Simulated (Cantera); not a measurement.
A Cantera script and what it prints.

```python
import numpy as np
import cantera as ct

gas_names = """
    C CO COS CO2 CS CS2 C2 C2O C3 C3O2 C4 C5 Mg MgO MgS Mg2 O O2 O3 S SO SO2 SO3 S2 S2O S8
""".split()
cond_names = """
    C(gr) Mg(cr) Mg(L) MgCO3(s) MgO(s) MgO(L) MgS(s) MgSO4(s) MgSO4(L) S(cr1) S(cr2) S(L)
""".split()


# ... load() reads the species with a 1 bar reference pressure and builds the phases ...
atoms = {
    'MgCO3': {'Mg': 1, 'C': 1, 'O': 3},
    'SO2': {'S': 1, 'O': 2},
    'CO2': {'C': 1, 'O': 2},
}
top_T = {'C(gr)': 4500, 'MgS(s)': 2250}  # K; cautious upper limits of use, not melting points


# ... equilibrate(T, P, feed) seeds the gas with the atoms and calls Mixture.equilibrate('TP', solver="vcs", rtol=1e-11, max_steps=5000) ...
results = []
feed = {'MgCO3': 1, 'SO2': 0.82, 'CO2': 5.6}  # mol
P = 1300000  # Pa
for T in [898, 923, 948, 973, 998, 1023, 1048, 1073, 1098, 1123, 1148, 1173, 1198]:
    mix = equilibrate(T, P, feed)
    results.append((T, P, feed, dict(zip(mix.species_names, mix.species_moles))))

top = {s: max(r[3][s] / sum(r[3][g] for g in gas_names) for r in results) for s in gas_names}
cols = sorted((s for s in top if top[s] > 1e-05), key=lambda s: -top[s])[:9]
seen = [c for c in cond_names if any(r[3].get(c, 0) > 1e-12 for r in results)]
print("log10 of partial pressures in bar; condensed amounts in mol")
print(f"{'T/K':>10s}" + "".join(f"{s[:9]:>10s}" for s in cols + seen))
for T, P, feed, n in results:
    ng = sum(n[g] for g in gas_names)
    print(f"{T:10.4g}" + "".join(f"{np.log10(max(n[s] / ng * P / 1e5, 1e-99)):10.3f}" for s in cols)
          + "".join(f"{n.get(c, 0):10.4g}" for c in seen))
```

It prints:

```
log10 of partial pressures in bar; condensed amounts in mol
       T/K       CO2       SO2        S2        CO       COS       S2O       SO3    MgO(s)  MgSO4(s)
       898     1.064     0.148    -2.416    -2.898    -2.936    -2.950    -6.947    0.9866   0.01335
       923     1.063     0.156    -3.604    -3.039    -3.815    -3.843    -6.506    0.9984  0.001599
       948     1.063     0.157    -4.770    -3.179    -4.672    -4.722    -6.090    0.9995 0.0004865
       973     1.063     0.157    -5.875    -3.311    -5.485    -5.557    -5.695    0.9997 0.0002921
       998     1.063     0.157    -6.922    -3.436    -6.255    -6.347    -5.322    0.9998 0.0002092
      1023     1.063     0.157    -7.915    -3.554    -6.985    -7.097    -4.967    0.9998 0.0001542
      1048     1.063     0.157    -8.856    -3.666    -7.677    -7.807    -4.630    0.9999 0.0001105
      1073     1.063     0.157    -9.750    -3.771    -8.334    -8.482    -4.310    0.9999 6.911e-05
      1098     1.063     0.157   -10.600    -3.871    -8.959    -9.124    -4.004         1 2.061e-05
      1123     1.063     0.157   -10.908    -3.841    -9.177    -9.359    -3.839         1         0
      1148     1.063     0.157   -10.943    -3.747    -9.191    -9.389    -3.745         1         0
      1173     1.063     0.157   -10.976    -3.657    -9.205    -9.418    -3.656         1         0
      1198     1.063     0.157   -11.007    -3.571    -9.217    -9.444    -3.570         1         0
```

Cantera equilibrium calculation (NASA polynomials, part measured and part estimated; ideal gas, pure solids and liquids). Mutual solubility and eutectic melting of coexisting phases are not modelled. Gases not in the tables: S3 to S7.
